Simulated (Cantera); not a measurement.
# Silicon etching in halogen gases: Si + NF3

Charge: 1 mol Si, 1.3 mol NF3.

Method: chemical equilibrium by Gibbs-energy minimisation in Cantera with the NASA 1993 tables (ideal gas, pure condensed phases). Candidate condensed phases: Si, Si3N4; 16 gas species. The tables' values for SiF2, SiF3 are old estimates. The numbers say what is thermodynamically allowed, not how fast it happens.

Task: Map the stable condensed phases over T = 475, 575, 675, 775, 875, 975, 1075, 1175, 1275, 1375, 1475 K and P in Pa = 1, 4.2, 18, 75, 320, 1300, 5600, 24000, 100000.

Result: 
```
T in K \ P in Pa
              1    4.2     18     75    320   1300   5600  24000 100000
   1475       A      A      A      A      A      A      B      B      B
   1375       A      A      A      A      B      B      B      B      B
   1275       A      A      B      B      B      B      B      B      B
   1175       B      B      B      B      B      B      B      B      B
   1075       B      B      B      B      B      B      B      B      B
    975       B      B      B      B      B      B      B      B      B
    875       B      B      B      B      B      B      B      B      B
    775       B      B      B      B      B      B      B      B      B
    675       B      B      B      B      B      B      B      B      B
    575       B      B      B      B      B      B      B      B      B
    475       B      B      B      B      B      B      B      B      B
```
A: gas only; B: Si3N4.
